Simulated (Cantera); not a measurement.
Input: 1 mol Si, 1.4 mol CO2, 790 mol N2, held at 3.70 bar.

Method: chemical equilibrium by Gibbs-energy minimisation in Cantera with the NASA 1993 tables (ideal gas, pure condensed phases). Candidate condensed phases: C, Si, SiC, SiO2, Si2N2O, Si3N4; 34 gas species. N2 is the only nitrogen source here; it is nearly inert below about 1500 K, so the nitride shown seldom forms there in practice. Mutual solubility and eutectic melting of coexisting phases are not modelled. The tables hold silica as quartz up to 1696 K and as liquid above; real silica turns to tridymite and cristobalite and melts near 1996 K. Rates play no part. All values below are at 1025 °C.

Base state: N2 0.998, CO 0.00177 (mole fractions); condensed: SiO2(β-quartz) + Si2N2O(s).

Q: What changes in the equilibrium state with this change: Si replaced by Si3N4?

A: 
| species | before | after |
|---|---|---|
| N2 | 0.998 | 0.998 |
| CO | 0.00177 | 0.00164 |
| SiO2(β-quartz), mol | 0.600 | 0 |
| Si2N2O(s), mol | 0.200 | 1.50 |
| C(graphite), mol | 0 | 0.100 |
